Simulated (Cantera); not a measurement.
Charge: 1 mol HI, a varied amount of O₂, held at 1798.15 K and 1 atm.

Method: chemical equilibrium by Gibbs-energy minimisation in Cantera with the NASA 1993 tables (ideal gas, pure condensed phases). Candidate condensed phases: H₂O, I₂; 12 gas species. The numbers say what is thermodynamically allowed, not how fast it happens.

log p: log10 of the partial pressure in bar; nothing condenses.

```tsv
n(O₂) (mol)	log p I	log p H₂O	log p HI	log p H₂	log p I₂	log p O₂	log p OH
0.03	-0.31	-1.34	-0.61	-0.66	-1.70	-9.90	-5.64
0.044	-0.31	-1.17	-0.63	-0.70	-1.70	-9.49	-5.45
0.063	-0.30	___	-0.65	___	-1.68	___	___
0.091	-0.29	-0.86	-0.69	-0.86	-1.66	-8.56	-5.07
0.13	-0.28	___	___	___	-1.63	___	___
0.19	-0.25	-0.56	-0.96	-1.49	-1.57	-6.70	-4.45
0.27	-0.21	-0.47	-2.10	-3.84	-1.50	-1.81	-3.18
```

Some entries are withheld; supply them.


- 0.13, log p H₂O: -0.71
- 0.13, log p HI: -0.76
- 0.13, log p H₂: -1.03
- 0.13, log p O₂: -7.91
- 0.13, log p OH: -4.83
- 0.063, log p H₂O: -1.02
- 0.063, log p H₂: -0.76
- 0.063, log p O₂: -9.07
- 0.063, log p OH: -5.27
